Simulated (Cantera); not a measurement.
Charge: 1 mol SiCl₄, 1.6 mol N₂, held at 1548.15 K and 12.0 mbar.

These are equilibrium values from Cantera (NASA tables, ideal gas, pure condensed phases), not measurements of a reactor. Candidate condensed phases: Si, Si₃N₄; 13 gas species. The tables' values for SiCl₃ are old estimates; treat these amounts as uncertain. Equilibrium is a limit: real reactors are often held back by kinetics, nucleation or transport.

Base state: N₂ 0.607, SiCl₄ 0.367, Cl 0.0128, SiCl₃ 0.0114, SiCl₂ 0.000993, Cl₂ 0.000307 (mole fractions); condensed: gas only.

Task: What changes in the equilibrium state with this change: pressure from 12.0 mbar to 0.100 bar?

Result: 
```tsv
species	before	after
N₂	0.607	0.613
SiCl₄	0.367	0.378
SiCl₃	0.0114	0.00437
Cl	0.0128	0.00413
SiCl₂	0.000993	0.000142
Cl₂	0.000307	0.000266
```

Task: What changes in the equilibrium state with this change: temperature from 1548.15 K to 1075 K?

Result: 
```
species    before    after
-------  --------  -------
N₂          0.607    0.615
SiCl₄       0.367    0.385
SiCl₃      0.0114  1.69e-5
Cl         0.0128  1.34e-5
SiCl₂    0.000993  1.17e-8
Cl₂      0.000307  1.76e-6
```

Task: What changes in the equilibrium state with this change: 0.0061 mol H₂ added?

Result: 
```
species    before     after
-------  --------  --------
N₂          0.607     0.606
SiCl₄       0.367     0.364
SiCl₃      0.0114    0.0133
HCl             0   0.00462
Cl         0.0128    0.0109
Cl₂      0.000307  0.000223
SiCl₂    0.000993   0.00135
```
Further candidate phases: NH₄Cl.
